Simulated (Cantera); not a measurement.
Input (Python, Cantera):

```python
import numpy as np
import cantera as ct

gas = ct.Solution("gri30.yaml")
gas.TPX = 1475, 1300000, {'CH3OH': 0.021, 'O2': 0.0022, 'N2': 1}
reactor = ct.IdealGasConstPressureReactor(gas, energy="off", clone=False)
net = ct.ReactorNet([reactor])
net.rtol, net.atol = 1e-08, 1e-18
show = ['CH3OH', 'O2', 'C2H4', 'C2H2', 'O']
times = np.geomspace(5e-05, 1, 10)

steps = ct.SolutionArray(gas, extra=["t"])
rows = []
print(f"{'t/s':>10s}{'T/K':>9s}{'P/Pa':>11s}" + "".join(f"{s:>11s}" for s in show))
for t in times:
    while net.time < t:
        t_next = net.step()
        steps.append(gas.state, t=t_next)
    rows.append([np.interp(t, steps.t, y) for y in (steps.T, steps.P, *steps(*show).X.T)])
    print(f"{t:10.3e}{rows[-1][0]:9.1f}{rows[-1][1]:11.4g}" + "".join(f"{x:11.3e}" for x in rows[-1][2:]))
rate = np.gradient(steps.T, steps.t)
print("integrator steps:", len(steps.t))
if steps.T.max() > steps.T[0] + 200:
    print(f"time of steepest temperature rise: {steps.t[rate.argmax()]:.4e} s")
gas.TPX = 1475, 1300000, {'CH3OH': 0.021, 'O2': 0.0022, 'N2': 1}
gas.equilibrate("TP")
print(f"equilibrium (TP): T = {gas.T:.1f} K  " + "  ".join(f"{s} {gas[s].X[0]:.3e}" for s in show))
```

Output:

```
       t/s      T/K       P/Pa      CH3OH         O2       C2H4       C2H2          O
 5.000e-05   1475.0    1.3e+06  9.649e-03  8.566e-04  3.854e-07  6.643e-08  1.266e-07
 1.503e-04   1475.0    1.3e+06  1.151e-04  2.004e-04  9.014e-07  3.138e-07  4.023e-08
 4.516e-04   1475.0    1.3e+06  6.659e-09  9.408e-05  6.231e-07  9.356e-07  2.169e-08
 1.357e-03   1475.0    1.3e+06  1.991e-09  3.340e-05  4.765e-07  1.403e-06  2.584e-09
 4.079e-03   1475.0    1.3e+06  5.765e-10  1.123e-05  3.737e-07  1.640e-06  3.087e-10
 1.226e-02   1475.0    1.3e+06  2.012e-10  3.190e-06  3.164e-07  1.737e-06  3.670e-11
 3.684e-02   1475.0    1.3e+06  1.157e-10  4.331e-07  2.977e-07  1.767e-06  3.255e-12
 1.107e-01   1475.0    1.3e+06  1.038e-10  3.133e-09  2.972e-07  1.775e-06  5.417e-14
 3.327e-01   1475.0    1.3e+06  9.976e-11  2.781e-15  3.005e-07  1.788e-06  3.145e-14
 1.000e+00   1475.0    1.3e+06  9.473e-11  1.381e-15  3.069e-07  1.818e-06  3.016e-14
integrator steps: 1927
equilibrium (TP): T = 1475.0 K  CH3OH 2.013e-12  O2 1.266e-15  C2H4 1.163e-12  C2H2 6.822e-12  O 2.851e-14
```

Cantera simulation using GRI-Mech 3.0 (53 species, 325 reactions); the numbers are that mechanism's predictions, not measurements. GRI-Mech 3.0 was tuned for natural gas; its chemistry of methanol as a main component is partial and can be far from experiment. The pressure lies above the range GRI-Mech 3.0 was tuned for (to about 10 atm).
